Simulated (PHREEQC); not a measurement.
A solution holds 0.00116 mol KOH, 0.00086 mol Na2SiO3 and 9.2e-05 mol K2CO3 per kg of water, at 25 °C. Closed to the air; pH follows from the charge balance.

The numbers come from PHREEQC with the ion-association model, phreeqc.dat.

```json
{
 "pH": "11.28",
 "ionic_strength": "0.00316 mol/kgw",
 "total_alkalinity": "3.06 meq/kg"
}
```

```csv
species,molality,activity,log γ
OH-,0.00204,0.00192,-0.027
Na+,0.00172,0.00162,-0.026
K+,0.00134,0.00126,-0.027
H3SiO4-,0.000820,0.000771,-0.027
CO3-2,8.22e-5,6.47e-5,-0.104
H4SiO4,2.75e-5,2.76e-5,0.000
H2SiO4-2,1.26e-5,9.95e-6,-0.104
HCO3-,7.72e-6,7.27e-6,-0.026
```

Precipitation was switched off in this run. Species that the database lacks are ignored.
